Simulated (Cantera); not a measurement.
An isothermal, constant-pressure homogeneous reactor starts with NH3 : H2 = 1 : 0.29 (molar parts), at 1725 K and 1300 Pa.

Cantera simulation using the gas-phase N/H chemistry of the illustrative SiF4/NH3 mechanism in the Surface Chemkin manual (1991); the numbers are that mechanism's predictions, not measurements. Walls and surfaces, which speed up NH3 decomposition in real reactors, are not modelled.

x: mole fraction; the columns are a selection and need not sum to one.

```tsv
t (s)	x NH3	x H2	x NH2	x N2	x NH	x N	x H
2.00e-6	0.775	0.225	7.20e-9	<1e-12	<1e-12	<1e-12	5.89e-9
1.38e-5	0.775	0.225	6.49e-8	<1e-12	<1e-12	<1e-12	2.51e-8
9.46e-5	0.775	0.225	5.38e-7	<1e-12	2.78e-12	<1e-12	8.15e-8
0.000650	0.775	0.225	[?]	2.73e-11	3.11e-10	<1e-12	[?]
0.00447	0.775	0.225	2.62e-5	3.72e-8	1.83e-8	6.16e-11	2.98e-6
0.0308	0.775	0.225	[?]	[?]	[?]	[?]	[?]
0.211	0.768	0.229	0.000357	0.00177	3.07e-6	1.20e-7	4.16e-5
1.45	0.721	0.264	0.000341	0.0151	3.06e-6	1.27e-7	4.87e-5
10.0	0.488	0.431	0.000261	0.0808	2.82e-6	1.48e-7	8.97e-5
```

### Question
Some entries are withheld; supply them.

### Answer

- 0.000650, x NH2: 3.81e-6
- 0.000650, x H: 4.50e-7
- 0.0308, x NH2: 0.000175
- 0.0308, x N2: 1.96e-5
- 0.0308, x NH: 7.86e-7
- 0.0308, x N: 1.67e-8
- 0.0308, x H: 1.98e-5
